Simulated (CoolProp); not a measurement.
Model: reference Helmholtz-energy equation of state, Span 1996, in CoolProp.

Question: Give the vapour pressure (MPa), liquid density (kg/m³), vapour density (kg/m³), enthalpy of vaporisation (kJ/kg) of saturated carbon dioxide at 233.2, 247.5, 253.6 K.

Answer: 
| T (K) | p (MPa) | liquid density (kg/m³) | vapour density (kg/m³) | enthalpy of vaporisation (kJ/kg) |
|---|---|---|---|---|
| 233.2 | 1.01 | 1120 | 26.2 | 322 |
| 247.5 | 1.65 | 1060 | 42.9 | 295 |
| 253.6 | 2.00 | 1030 | 52.5 | 281 |
